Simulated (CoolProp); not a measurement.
Hydrogen chloride along the isotherm 362.2 K: density (kg/m³) from the reference equation and from simpler models built on Tc = 324.7 K, pc = 83.14 bar, ω = 0.130; each cubic takes its own stable root.

Computed with CoolProp (reference Helmholtz-energy equation of state, Thol 2018).

| p (bar) | phase | reference | Soave-Redlich-Kwong | Peng-Robinson |
|---|---|---|---|---|
| 8.91 | gas | (withheld) | 11.08 | 11.12 |
| 17.8 | gas | 22.89 | (withheld) | 22.92 |
| 26.7 | gas | 35.46 | 35.14 | 35.55 |
| 35.6 | gas | 48.93 | 48.34 | 49.10 |
| 44.5 | gas | 63.44 | 62.46 | 63.72 |
| 53.4 | gas | 79.14 | 77.66 | 79.57 |
| 62.4 | gas | 96.45 | 94.32 | 97.07 |
| 71.3 | gas | 115.3 | 112.3 | 116.1 |
| 80.2 | gas | 136.1 | 132.1 | 137.2 |
| 89.1 | supercritical | 159.4 | (withheld) | (withheld) |
| 98 | supercritical | 185.8 | 178.6 | 187.2 |
| 107 | supercritical | 216.5 | (withheld) | 217.5 |
| 116 | supercritical | 252.4 | (withheld) | 251.5 |
| 125 | supercritical | 294.9 | 272.4 | 288.9 |

Task: Complete the blanks.

Result: 
- 8.91, reference: 11.11
- 17.8, Soave-Redlich-Kwong: 22.75
- 89.1, Soave-Redlich-Kwong: 154.0
- 89.1, Peng-Robinson: 160.7
- 107, Soave-Redlich-Kwong: 206.5
- 116, Soave-Redlich-Kwong: 237.9
